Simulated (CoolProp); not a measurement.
A simple Rankine cycle with isobutane: condensing at 326.15 K, boiler at 2.92 MPa, turbine inlet 409.9 K, turbine efficiency 0.7, pump efficiency 0.8, no recuperator. Each further row changes one setting.

Computed with CoolProp (reference Helmholtz-energy equation of state, Bücker 2006).

```csv
case,thermal efficiency (%),net work (kJ/kg),heat in (kJ/kg),turbine exit temperature (K),volume ratio over the turbine
as stated,8.7,35.5,407,363.3,4.89
turbine inlet 429.9 K,8.7,40.7,466,388.3,4.54
condensing temperature 318.15 K,9.7,41.6,428,358.6,6.00
boiler pressure 2.04 MPa,7.0,30.6,440,380.8,3.00
turbine efficiency 0.6,7.3,29.7,407,366.1,4.94
```
